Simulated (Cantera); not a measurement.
Input: 1 mol N₂O, 2.1 mol H₂O, equilibrated at 1.33 mbar.

Equilibrium computed with Cantera from the NASA thermochemical tables; the gas is ideal and each condensed phase is pure. Candidate condensed phases: H₂O; 47 gas species. Ions and electrons are included (thermal ionisation). The numbers say what is thermodynamically allowed, not how fast it happens.

x: gas mole fraction; nothing condenses.

| T (°C) | x H₂O | x H | x O | x N₂ | x N | x O₂ | x H₂ | x OH |
|---|---|---|---|---|---|---|---|---|
| 1727 | 0.547 | 0.00485 | 0.00668 | 0.271 | 1.29e-8 | 0.133 | 0.0119 | 0.0223 |
| 1977 | 0.427 | 0.0458 | 0.0361 | 0.249 | 3.05e-7 | 0.127 | 0.0507 | 0.0579 |
| 2227 | 0.180 | 0.207 | 0.129 | 0.194 | 3.53e-6 | 0.106 | 0.0902 | 0.0856 |
| 2477 | (withheld) | (withheld) | (withheld) | (withheld) | (withheld) | (withheld) | (withheld) | (withheld) |
| 2727 | 0.00115 | 0.486 | 0.345 | 0.123 | 0.000134 | 0.0124 | 0.0126 | 0.0146 |
| 2977 | (withheld) | 0.501 | 0.365 | 0.120 | (withheld) | (withheld) | (withheld) | (withheld) |
| 3227 | 5.13e-6 | 0.504 | 0.370 | 0.119 | 0.00209 | 0.000751 | 0.000972 | 0.00122 |
| 3477 | 5.55e-7 | 0.504 | 0.371 | 0.117 | 0.00628 | 0.000232 | 0.000337 | 0.000434 |
| 3727 | 7.81e-8 | 0.502 | 0.370 | 0.111 | 0.0162 | 8.22e-5 | 0.000132 | 0.000173 |
| 3977 | 1.36e-8 | 0.497 | 0.366 | 0.0999 | 0.0363 | 3.25e-5 | 5.71e-5 | 7.59e-5 |
| 4227 | 2.78e-9 | 0.488 | 0.360 | 0.0810 | 0.0702 | 1.40e-5 | 2.66e-5 | 3.58e-5 |
| 4477 | 6.58e-10 | 0.477 | 0.352 | 0.0557 | 0.115 | 6.45e-6 | 1.32e-5 | 1.80e-5 |
| 4727 | 1.78e-10 | 0.466 | 0.343 | 0.0309 | 0.160 | 3.21e-6 | 6.99e-6 | 9.60e-6 |

Some entries are withheld; supply them.


- 2977, x H₂O: 6.49e-5
- 2977, x N: 0.000586
- 2977, x O₂: 0.00285
- 2977, x H₂: 0.00325
- 2977, x OH: 0.00397
- 2477, x H₂O: 0.0220
- 2477, x H: 0.413
- 2477, x O: 0.269
- 2477, x N₂: 0.140
- 2477, x N: 2.47e-5
- 2477, x O₂: 0.0490
- 2477, x H₂: 0.0487
- 2477, x OH: 0.0501
